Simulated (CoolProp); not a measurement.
Vapour-liquid equilibrium of benzene (1) + n-decane (2) at 461.6 K; x and y are mole fractions of (1).

Computed with CoolProp (multi-fluid Helmholtz-energy mixture model, Thol 2012 and Lemmon 2006; pair parameters Bell 2016).

**Question.** Give the bubble pressure and the first vapour's composition at x = 0.35, 0.425, 0.575. Is there an azeotrope?

**Answer.** x = 0.35: 0.4819 MPa, y = 0.775; x = 0.425: 0.5579 MPa, y = 0.822; x = 0.575: 0.7114 MPa, y = 0.889. No azeotrope shows between x = 0.05 and 0.95.

The pair parameters rest on a limited set of measurements; away from them the model extrapolates.
